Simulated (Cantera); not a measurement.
What does this Cantera script print?

```python
import numpy as np
import cantera as ct

gas_names = """
    N N2 Si SiN Si2 Si2N Si3
""".split()
cond_names = """
    Si(cr) Si(L) Si3N4(a)
""".split()


def load(file, names, dense=False):
    # The tables refer to 1 bar. Condensed volumes are neglected.
    table = {s.name: s for s in ct.Species.list_from_file(file)}
    out = []
    for n in names:
        d = dict(table[n].input_data)
        d["thermo"] = dict(d["thermo"], **{"reference-pressure": 1e5})
        if dense:
            d["equation-of-state"] = {"model": "constant-volume", "density": "1e6 g/cm^3"}
        out.append(ct.Species.from_dict(d))
    return out


gas = ct.Solution(thermo="ideal-gas", species=load("nasa_gas.yaml", gas_names))
cond = {s.name: ct.Solution(thermo="fixed-stoichiometry", species=[s], name=s.name)
        for s in load("nasa_condensed.yaml", cond_names, dense=True)}
atoms = {
    'Si3N4': {'Si': 3, 'N': 4},
    'N2': {'N': 2},
    'Si': {'Si': 1},
}
top_T = {'Si3N4(a)': 2400}  # K; cautious upper limits of use, not melting points


def equilibrate(T, P, feed):
    n = {}
    for name, mol in feed.items():
        for a, k in atoms[name].items():
            n[a] = n.get(a, 0.0) + k * mol
    gas.TPX = T, P, n
    mass = sum(n.values()) * gas.mean_molecular_weight
    gas.equilibrate("TP")
    valid = [c for c in cond.values() if c.min_temp <= T <= top_T.get(c.name, c.max_temp)]
    mix = ct.Mixture([(gas, mass / gas.mean_molecular_weight)] + [(c, 0.0) for c in valid])
    mix.T, mix.P = T, P
    mix.equilibrate("TP", solver="vcs", rtol=1e-11, max_steps=5000)
    return mix


results = []
feed = {'Si3N4': 1, 'N2': 3.1, 'Si': 0.025}  # mol
T = 2723  # K
P = 1333.22  # Pa
mix = equilibrate(T, P, feed)
results.append((T, P, feed, dict(zip(mix.species_names, mix.species_moles))))
x = sorted(zip(gas.X, gas.species_names), reverse=True)
print(f"T = {T:g} K  P = {P:g} Pa  gas = {mix.phase_moles(0):.4g} mol")
print("   x: " + "  ".join(f"{s} {v:.3e}" for v, s in x if v > 1e-06))
print("   condensed (mol): " + ("  ".join(f"{mix.phase(i).name} {mix.phase_moles(i):.4g}"
      for i in range(1, mix.n_phases) if mix.phase_moles(i) > 1e-12) or "none"))
```

Result:

```
T = 2723 K  P = 1333.22 Pa  gas = 8.085 mol
   x: N2 6.294e-01  Si 3.647e-01  Si2 2.915e-03  SiN 2.473e-03  Si2N 4.229e-04  Si3 1.032e-04  N 1.339e-05
   condensed (mol): none
```

These are equilibrium values from Cantera (NASA tables, ideal gas, pure condensed phases), not measurements of a reactor. The tables' values for SiN are old estimates; treat these amounts as uncertain.
